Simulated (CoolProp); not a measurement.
The numbers come from the reference Helmholtz-energy equation of state, Gao 2016 in CoolProp.

For sulfur dioxide, give the phase and the cv (kJ/(kg K)), Joule-Thomson coefficient (K/MPa), isothermal compressibility (1/MPa), fugacity coefficient at 309.7 K and 13.1 MPa.


- 309.7 K and 13.1 MPa: liquid; cv 0.802, Joule-Thomson coefficient -0.212, isothermal compressibility 0.00153, fugacity coefficient 0.0502
